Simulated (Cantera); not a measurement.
Input: 1 mol Al, 7.2 mol HCl, 4.7 mol N₂, 0.29 mol NH₃, held at 875 °C and 0.00133 bar.

Method: chemical equilibrium by Gibbs-energy minimisation in Cantera with the NASA 1993 tables (ideal gas, pure condensed phases). Candidate condensed phases: Al, AlCl₃, AlN, NH₄Cl; 20 gas species. The tables' values for AlCl₂ are old estimates; treat these amounts as uncertain. Kinetics and transport are ignored.

Base state: N₂ 0.404, HCl 0.351, H₂ 0.161, AlCl₃ 0.0834, AlCl₂ 3.74e-5 (mole fractions); condensed: gas only.

What changes in the equilibrium state with this change: temperature from 875 °C to 1227 °C?


```json
[
 {"species": "N₂", "before": "0.404", "after": "0.402"},
 {"species": "HCl", "before": "0.351", "after": "0.358"},
 {"species": "H₂", "before": "0.161", "after": "0.156"},
 {"species": "AlCl₃", "before": "0.0834", "after": "0.0756"},
 {"species": "AlCl", "before": "7.49e-7", "after": "0.00249"},
 {"species": "H", "before": "7.88e-7", "after": "0.000190"}
]
```
